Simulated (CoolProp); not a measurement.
Properties of octamethylcyclotetrasiloxane (D4) along the isobar 0.49 MPa (Tc = 586.5 K, pc = 1.347 MPa, ω = 0.598).

The numbers come from the reference Helmholtz-energy equation of state, Thol 2015 in CoolProp.

```csv
T (K),phase,density (kg/m³),cp (kJ/(kg K)),Joule-Thomson coefficient (K/MPa),isothermal compressibility (1/MPa),fugacity coefficient
554.4,gas,38.65,1.987,14.17,2.594,0.8438
562.6,gas,37.52,1.997,13.09,2.538,0.8524
570.8,gas,36.48,2.007,12.16,2.491,0.8604
579,gas,35.53,2.018,11.34,2.450,0.8679
587.2,gas,34.65,2.029,10.62,2.415,0.8749
595.4,gas,33.84,2.041,9.972,2.385,0.8814
603.6,gas,33.08,2.052,9.395,2.358,0.8876
611.8,gas,32.36,2.064,8.874,2.334,0.8934
620,gas,31.69,2.075,8.402,2.312,0.8988
```
